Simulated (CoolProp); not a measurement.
Vapour pressure (kPa) of R1224YDZ: the reference equation beside estimates from Tc = 428.7 K, pc = 3334 kPa, ω = 0.325.

Model: reference Helmholtz-energy equation of state, Akasaka 2023, in CoolProp.

| T (K) | reference | Lee-Kesler | Redlich-Kwong | Soave-Redlich-Kwong |
|---|---|---|---|---|
| 195.4 | 0.3185 | 0.3298 | 1.894 | … |
| 199.4 | 0.4691 | … | 2.606 | 0.4988 |
| 203.5 | … | 0.6968 | 3.557 | 0.7209 |
| 207.6 | 0.9806 | 0.9920 | … | 1.025 |
| 211.7 | 1.382 | 1.390 | 6.328 | 1.433 |
| 215.7 | 1.901 | 1.904 | 8.213 | 1.960 |
| 219.8 | 2.598 | 2.594 | 10.60 | 2.664 |
| 223.9 | 3.503 | … | 13.51 | 3.574 |

### Question
What belongs in the gaps?

### Answer

- 195.4, Soave-Redlich-Kwong: 0.3422
- 199.4, Lee-Kesler: 0.4813
- 203.5, reference: 0.6844
- 207.6, Redlich-Kwong: 4.779
- 223.9, Lee-Kesler: 3.486

Absolute difference from the reference over all 8 rows, mean and median: Lee-Kesler 1.3 and 0.9 %, Redlich-Kwong 380.1 and 372.6 %, Soave-Redlich-Kwong 4.4 and 4.1 %.
